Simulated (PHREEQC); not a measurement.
PHREEQC input (ion-association model, wateq4f.dat):

```
SOLUTION_MASTER_SPECIES
  An  An-  0  An  62.0  # stands for a non-complexing anion
SOLUTION_SPECIES
  An- = An-
    -log_k 0
    -gamma 3.0 0
  PO4-3 + 3H+ = H3PO4  # constants of phreeqc.dat
    -log_k 21.721
    -delta_h -10.1 kJ
PHASES
  Fix_H+
    H+ = H+
    -log_k 0
SOLUTION 1
  temp 25
  units mmol/kgw
  pH 7 charge
  P 0.58
  Na 50.58
  Cl 0.00072
  Zn 0.00036
  An 50
END
SELECTED_OUTPUT 1
  -reset false
  -pH true
  -pe true
  -ionic_strength true
  -water true
  -totals Cl Na P Zn
  -molalities Hfo_wOH Hfo_wOH2+ Hfo_wO- Hfo_sOH Hfo_sOH2+ Hfo_sO- Hfo_wH2PO4 Hfo_wHPO4- Hfo_wPO4-2 Hfo_sOZn+
    Hfo_wOZn+
  -saturation_indices Zn(OH)2-e Zn5(OH)8Cl2 Zn3(PO4)2:4w Halite
USER_PUNCH 1
  -headings sigma psi
  10 PUNCH EDL("sigma", "Hfo"), EDL("psi", "Hfo")
PRINT
  -reset false
USE solution 1
SURFACE 1
  Hfo_wOH 0.000186517 600 0.083
  Hfo_sOH 4.66292e-06
EQUILIBRIUM_PHASES 1
  Fix_H+ -3 HAn 10
    -force_equality true
  O2(g) -0.68 10
END
# ... the last block is repeated for the other 12 points of pH, with NaOH or the acid as the point needs
```

Selected output (columns that matter, 13 of 13 rows; pH added in front):

```
pH	mu	Cl	Na	P	Zn	m_Hfo_wOH	m_Hfo_wOH2+	m_Hfo_wO-	si_Zn(OH)2-e	si_Zn5(OH)8Cl2	si_Zn3(PO4)2:4w	si_Halite	sigma	psi
3	0.051759	7.2e-07	0.05058	0.00039935	3.6e-07	1.1162e-09	5.867e-06	4.8645e-15	-12.266	-60.795	-22.423	-9.1973	0.018774	0.033678
3.5	0.050956	7.2e-07	0.05058	0.00039963	3.5999e-07	3.2341e-09	6.1499e-06	3.8962e-14	-11.264	-56.785	-20.35	-9.1963	0.016491	0.030222
4	0.050702	7.2e-07	0.05058	0.00040095	3.5996e-07	9.6886e-09	7.4545e-06	2.8847e-13	-10.263	-52.782	-18.324	-9.196	0.01273	0.02389
4.5	0.050621	7.2e-07	0.05058	0.00040385	3.5959e-07	2.8739e-08	1.034e-05	1.8299e-12	-9.2637	-48.783	-16.314	-9.1959	0.0071962	0.01384
5	0.050597	7.2e-07	0.05058	0.00040906	3.5601e-07	8.2659e-08	1.5499e-05	1.0099e-11	-8.268	-44.805	-14.32	-9.1958	0.0005163	0.0010052
5.5	0.050596	7.2e-07	0.05058	0.00041717	3.2403e-07	2.2814e-07	2.3463e-05	5.0817e-11	-7.3089	-41.009	-12.446	-9.1958	-0.0068245	-0.013144
6	0.050618	7.2e-07	0.05058	0.0004284	1.7404e-07	6.0713e-07	3.4306e-05	2.4615e-10	-6.5791	-38.36	-11.298	-9.1959	-0.014714	-0.027335
6.5	0.050683	7.2e-07	0.05058	0.00044256	3.2118e-08	1.6094e-06	4.7468e-05	1.25e-09	-6.3138	-38.034	-11.65	-9.196	-0.022845	-0.040211
7	0.050939	7.2e-07	0.050722	0.00045887	3.653e-09	4.4408e-06	6.093e-05	7.4145e-09	-6.2606	-38.768	-12.858	-9.1952	-0.030129	-0.050127
7.5	0.051202	7.1999e-07	0.050869	0.00047579	4.122e-10	1.2513e-05	6.9741e-05	5.1435e-08	-6.2169	-39.55	-14.367	-9.1943	-0.035491	-0.05656
8	0.051379	7.1999e-07	0.050973	0.00049502	5.6277e-11	3.2405e-05	6.8779e-05	3.4976e-07	-6.1213	-40.072	-15.909	-9.1937	-0.039839	-0.061336
8.5	0.051502	7.1999e-07	0.051052	0.00051915	1.3622e-11	6.7838e-05	5.5933e-05	1.8848e-06	-5.9416	-40.174	-17.281	-9.1932	-0.04504	-0.066622
9	0.051602	7.1999e-07	0.051122	0.00054333	1.0658e-11	0.00010673	3.5836e-05	7.2814e-06	-5.6744	-39.838	-18.426	-9.1927	-0.052086	-0.07312
```

Species that the database lacks are ignored. H3PO4, which wateq4f.dat lacks, is added to it with the constant of phreeqc.dat. The database has no phosphate complexes of Zn. The oxide is taken as insoluble; below pH 4 it would dissolve.
